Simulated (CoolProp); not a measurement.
The numbers come from the reference Helmholtz-energy equation of state, Gao 2022 in CoolProp.

For n-perfluorohexane, give the phase and the density (kg/m³), isothermal compressibility (1/MPa) at 80.35 °C and 8.18 MPa; 136.65 °C and 8.18 MPa.


- 80.35 °C and 8.18 MPa: liquid; density 1560, isothermal compressibility 0.00397
- 136.65 °C and 8.18 MPa: liquid; density 1390, isothermal compressibility 0.00841
